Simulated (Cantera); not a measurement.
**Thermodynamics of aluminium nitride and oxide growth, feed AlCl3 + NH3 + N2**

Input: 1 mol AlCl3, a varied amount of NH3, 12 mol N2, at 1448.15 K and 13.3 mbar.

Cantera equilibrium calculation (NASA polynomials, part measured and part estimated; ideal gas, pure solids and liquids). Candidate condensed phases: Al, AlCl3, AlN, NH4Cl; 20 gas species. The tables' values for AlCl2 are old estimates; treat these amounts as uncertain. Kinetics and transport are ignored.

```
n(NH3) (mol)   x N2    x H2  x AlCl3   x HCl   x AlCl2   x AlCl      x H     x Cl  n AlN(s)
------------  -----  ------  -------  ------  --------  -------  -------  -------  --------
0.25          0.892  0.0177   0.0632  0.0199   0.00440  0.00291  1.06e-5  9.75e-6    0.0438
0.39          0.878  0.0296   0.0600  0.0252   0.00426  0.00288  1.38e-5  9.56e-6    0.0703
0.6           0.858  0.0475   0.0560  0.0311   0.00409  0.00284  1.74e-5  9.31e-6     0.102
0.92          0.831  0.0738   0.0511  0.0374   0.00386  0.00278  2.17e-5  8.98e-6     0.139
1.4           0.794   0.110   0.0452  0.0436   0.00359  0.00271  2.66e-5  8.55e-6     0.183
2.2           0.743   0.164   0.0377  0.0495   0.00321  0.00261  3.24e-5  7.97e-6     0.239
3.4           0.682   0.230   0.0298  0.0534   0.00279  0.00248  3.83e-5  7.26e-6     0.303
5.2           0.614   0.305   0.0220  0.0547   0.00232  0.00232  4.42e-5  6.45e-6     0.373
8             0.542   0.386   0.0148  0.0528   0.00182  0.00212  4.97e-5  5.54e-6     0.453
12            0.478   0.461  0.00930  0.0484   0.00136  0.00189  5.43e-5  4.64e-6     0.534
19            0.415   0.537  0.00480  0.0409  0.000897  0.00159  5.86e-5  3.64e-6     0.627
29            0.368   0.595  0.00228  0.0329  0.000557  0.00129  6.17e-5  2.78e-6     0.706
```
x: gas mole fraction; n: condensed amount in mol.

From 0.25 mol NH3 to 29 mol NH3 the condensed part is AlN(s). The main Al-bearing gas is AlCl3 throughout. The share of Al in condensed phases is highest at 29 mol NH3 (70.6 %) and lowest at 0.25 mol NH3 (4.4 %).
